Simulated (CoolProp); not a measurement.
Computed with CoolProp (reference Helmholtz-energy equation of state, Lemmon 2006). It is a short technical equation, of lower accuracy than the large ones.

Q: For hydrogen sulfide, give the phase and the density (kg/m³), cp (kJ/(kg K)), Joule-Thomson coefficient (K/MPa), fugacity coefficient at -62.95 °C and 10000 kPa; -62.95 °C and 20000 kPa; -62.95 °C and 30000 kPa.

A: 
- -62.95 °C and 10000 kPa: liquid; density 963, cp 1.97, Joule-Thomson coefficient -0.335, fugacity coefficient 0.0106
- -62.95 °C and 20000 kPa: liquid; density 971, cp 1.96, Joule-Thomson coefficient -0.345, fugacity coefficient 0.00648
- -62.95 °C and 30000 kPa: liquid; density 979, cp 1.94, Joule-Thomson coefficient -0.353, fugacity coefficient 0.00528
